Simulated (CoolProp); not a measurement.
Vapour-liquid equilibrium of CF4 (R14) (1) + R13 (2) at 168.7 K; x and y are mole fractions of (1).

Values from CoolProp's multi-fluid Helmholtz-energy mixture model, Platzer 1990 and Platzer 1990; pair parameters Bell 2016. This equation is an older, rougher fit; its heat capacities, sound speeds and derivatives of the liquid may be far off and weren't checked against measurements.

Problem. Give the bubble pressure and the first vapour's composition at x = 0.45, 0.65, 0.75. Is there an azeotrope?

Solution. x = 0.45: 221.8 kPa, y = 0.927; x = 0.65: 288.2 kPa, y = 0.959; x = 0.75: 321.2 kPa, y = 0.971. No azeotrope shows between x = 0.05 and 0.95.

The pair parameters rest on a limited set of measurements; away from them the model extrapolates.
